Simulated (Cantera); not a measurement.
Input: 1 mol Al₂O₃, 0.99 mol SiCl₄, 0.59 mol O₂, at 600 °C and 0.825 Torr.

These are equilibrium values from Cantera (NASA tables, ideal gas, pure condensed phases), not measurements of a reactor. Condensed phases not in the tables: AlOCl, alloys, solid solutions and most ternary compounds. Kinetics and transport are ignored.

```tsv
species	before	after
Cl₂	0.704	0.661
O₂	<1e-9	0.338
Cl	0.00112	0.00109
AlCl₃	0.224	1.81e-9
SiCl₄	0.0711	<1e-9
Al₂Cl₆	4.18e-5	<1e-9
Al₂SiO₅(andalusite), mol	0.813	0.990
SiO₂(β-quartz), mol	0.0582	0
Al₂O₃(s), mol	0	0.0100
```
Gas species are given as mole fractions.

Which change was made?
A. O₂ from 0.59 to 0.16 mol
B. O₂ from 0.59 to 2 mol
C. pressure from 0.825 Torr to 10.0 Torr
D. temperature from 600 °C to 527 °C

B, O₂ from 0.59 to 2 mol
